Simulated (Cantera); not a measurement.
An isothermal, constant-pressure homogeneous reactor starts with CH₄ : CO₂ : H₂ = 1 : 2.1 : 0.11 (molar parts), at 2000 K and 233 Torr.

Cantera simulation using GRI-Mech 3.0 (53 species, 325 reactions); the numbers are that mechanism's predictions, not measurements.

One state of this run: x CH₄ = 7.49e-5; x CO₂ = 0.0654; x H₂ = 0.258; x HO₂ = 3.70e-11; x C₂H = 9.64e-9. x: mole fraction; the columns are a selection and need not sum to one.

Problem. Which value of t (s) does it belong to?
(A) 0.00632
(B) 0.000928
(C) 0.112
(D) 0.0431

Solution. C, 0.112
